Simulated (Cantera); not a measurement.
Equilibrium for silicon etching in halogen gases: Si + HF + N₂

A closed system holds: 1 mol Si, 5.3 mol HF, 25 mol N₂, at 1425 K and 240 Torr.

Equilibrium computed with Cantera from the NASA thermochemical tables; the gas is ideal and each condensed phase is pure. Candidate condensed phases: Si, Si₃N₄; 37 gas species. The tables' values for SiF₃ are old estimates; treat these amounts as uncertain. Rates play no part.

```
Quantity                             Result
--------------------------------  ---------
x(N₂)                                 0.853
x(H₂)                                0.0682
x(HF)                                0.0444
x(SiF₄)                              0.0341
x(SiF₃)                             3.99e-5
x(SiHF₃)                            1.46e-5
x(H)                                3.15e-6
gas amount                        29.30 mol
log10 activity of Si(s) (absent)      -8.56
```
